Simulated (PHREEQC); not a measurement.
1 kg of water holding 1.6 mmol/kgw CaSO4 and 140 mmol/kgw KCl is evaporated at 25 °C; the solids stay in contact with the brine. The system is closed to CO2. Only these solids could form: Arcanite, Gypsum, Anhydrite, Misenite, Portlandite, Sylvite, Syngenite.

Equilibrium calculation in PHREEQC: Pitzer model, pitzer.dat.

```json
[
 {"water left (kg)": "1", "ionic strength": "0.146", "water activity": "0.995", "Sylvite (mol)": "0"},
 {"water left (kg)": "0.5552", "ionic strength": "0.264", "water activity": "0.992", "Sylvite (mol)": "0"},
 {"water left (kg)": "0.375", "ionic strength": "0.390", "water activity": "0.988", "Sylvite (mol)": "0"},
 {"water left (kg)": "0.2082", "ionic strength": "0.703", "water activity": "0.978", "Sylvite (mol)": "0"},
 {"water left (kg)": "0.1156", "ionic strength": "1.27", "water activity": "0.961", "Sylvite (mol)": "0"},
 {"water left (kg)": "0.06418", "ionic strength": "2.28", "water activity": "0.930", "Sylvite (mol)": "0"},
 {"water left (kg)": "0.04335", "ionic strength": "3.38", "water activity": "0.895", "Sylvite (mol)": "0"},
 {"water left (kg)": "0.02407", "ionic strength": "5.06", "water activity": "0.841", "Sylvite (mol)": "0.0246"},
 {"water left (kg)": "0.01336", "ionic strength": "5.17", "water activity": "0.840", "Sylvite (mol)": "0.0758"},
 {"water left (kg)": "0.009006", "ionic strength": "5.17", "water activity": "0.840", "Sylvite (mol)": "0.0967"},
 {"water left (kg)": "0.004973", "ionic strength": "5.17", "water activity": "0.840", "Sylvite (mol)": "0.116"}
]
```

Sylvite from water left = 0.02407 kg; Syngenite from water left = 0.01627 kg; Gypsum from water left = 0.01336 kg.
